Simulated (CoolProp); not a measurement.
Vapour-liquid equilibrium of acetone (1) + ethanol (2) at 306.4 K; x and y are mole fractions of (1).

Computed with CoolProp (multi-fluid Helmholtz-energy mixture model, Lemmon 2006 and Schroeder 2014; pair parameters Bell 2016).

Question: Give the bubble pressure and the first vapour's composition at x = 0.275, 0.725, 0.8. Is there an azeotrope?

Answer: x = 0.275: 0.02697 MPa, y = 0.641; x = 0.725: 0.03808 MPa, y = 0.865; x = 0.8: 0.03955 MPa, y = 0.898. No azeotrope shows between x = 0.05 and 0.95.

The pair parameters rest on a limited set of measurements; away from them the model extrapolates.
